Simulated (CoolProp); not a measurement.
Saturated liquid density (kg/m³) of cyclopentane: the reference equation beside estimates from Tc = 511.7 K, pc = 4.583 MPa, ω = 0.202. Rackett uses Z = 0.29056 − 0.08775 ω.

Values from CoolProp's reference Helmholtz-energy equation of state, Gedanitz 2015.

| T (K) | reference | Rackett | Redlich-Kwong | Soave-Redlich-Kwong |
|---|---|---|---|---|
| 232.1 | 802.6 | 825.9 | 755.6 | 763.4 |
| 242.9 | 792.8 | 815.8 | 746.6 | 755.5 |
| 253.7 | 782.8 | 805.6 | 737.3 | 747.2 |
| 264.5 | 772.8 | 795.2 | 727.5 | 738.6 |
| 275.3 | 762.6 | 784.7 | 717.5 | 729.5 |
| 286.1 | 752.2 | 773.9 | 707.0 | 720.1 |
| 296.9 | 741.6 | 762.9 | 696.1 | 710.2 |
| 307.8 | 730.8 | 751.6 | 684.6 | 699.8 |
| 318.6 | 719.8 | 740.1 | 672.8 | 688.9 |

Absolute difference from the reference over all 9 rows, mean and median: Rackett 2.9 and 2.9 %, Redlich-Kwong 6.0 and 5.9 %, Soave-Redlich-Kwong 4.4 and 4.3 %.
